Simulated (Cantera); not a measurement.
Input: 1 mol Mg(OH)2, 1.6 mol H2O, 1.9 mol H2, at 1725 °C and 10000 Pa.

Method: chemical equilibrium by Gibbs-energy minimisation in Cantera with the NASA 1993 tables (ideal gas, pure condensed phases). Candidate condensed phases: H2O, Mg, MgO, Mg(OH)2; 15 gas species. Kinetics and transport are ignored.

Base state: H2O 0.576, H2 0.420, H 0.00329, OH 0.000449, Mg 0.000108, Mg(OH)2 2.23e-5, MgOH 1.96e-5 (mole fractions); condensed: MgO(s).

**Question.** What changes in the equilibrium state with this change: pressure from 10000 Pa to 1000 Pa?

**Answer.** 
```json
[
 {"species": "H2O", "before": "0.576", "after": "0.573"},
 {"species": "H2", "before": "0.420", "after": "0.414"},
 {"species": "H", "before": "0.00329", "after": "0.0103"},
 {"species": "Mg", "before": "0.000108", "after": "0.00107"},
 {"species": "O2", "before": "1.52e-6", "after": "1.55e-5"},
 {"species": "O", "before": "2.58e-6", "after": "2.60e-5"},
 {"species": "OH", "before": "0.000449", "after": "0.00142"},
 {"species": "MgO(s), mol", "before": "0.999", "after": "0.995"}
]
```
